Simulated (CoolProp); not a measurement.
Properties of carbon monoxide along the isobar 48.5 bar (Tc = 132.9 K, pc = 34.98 bar, ω = 0.050).

Model: reference Helmholtz-energy equation of state, Lemmon 2006, in CoolProp. It is a short technical equation, of lower accuracy than the large ones.

```
T (K)          phase       Z  cp (kJ/(kg K))  cv (kJ/(kg K))  isothermal compressibility (1/MPa)
-----  -------------  ------  --------------  --------------  ----------------------------------
94.5          liquid  0.2307           2.138           1.072                            0.004280
105           liquid  0.2225           2.232           1.023                            0.006613
115.4         liquid  0.2208           2.426          0.9860                             0.01144
125.8         liquid  0.2288           2.886          0.9677                             0.02536
136.3  supercritical  0.2717           5.281           1.025                              0.1436
146.7  supercritical  0.5400           4.031          0.9651                              0.4455
157.2  supercritical  0.6813           2.212          0.8579                              0.3121
167.6  supercritical  0.7597           1.758          0.8210                              0.2713
178    supercritical  0.8129           1.550          0.8016                              0.2509
```

The peak of cp marks the crossing from liquid-like to gas-like fluid above the critical point.
